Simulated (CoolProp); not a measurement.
Properties of R1132(E) along the isobar 6.5 MPa.

Model: reference Helmholtz-energy equation of state, Akasaka 2024, in CoolProp.

| T (°C) | phase | density (kg/m³) | cp (kJ/(kg K)) | cv (kJ/(kg K)) | isothermal compressibility (1/MPa) |
|---|---|---|---|---|---|
| 51.55 | liquid | 841.0 | 2.050 | 1.089 | 0.01299 |
| 60.95 | liquid | 791.6 | 2.241 | 1.099 | 0.02001 |
| 70.35 | liquid | 728.5 | 2.614 | 1.114 | 0.03674 |
| 79.65 | supercritical | 632.2 | 3.818 | 1.144 | 0.1100 |
| 89.05 | supercritical | 395.2 | 7.168 | 1.196 | 0.6678 |
| 98.45 | supercritical | 268.8 | 3.241 | 1.140 | 0.4038 |
| 107.75 | supercritical | 225.6 | 2.316 | 1.109 | 0.3048 |
| 117.15 | supercritical | 200.6 | 1.953 | 1.094 | 0.2612 |
| 126.45 | supercritical | 183.5 | 1.766 | 1.087 | 0.2368 |

The peak of cp marks the crossing from liquid-like to gas-like fluid above the critical point.
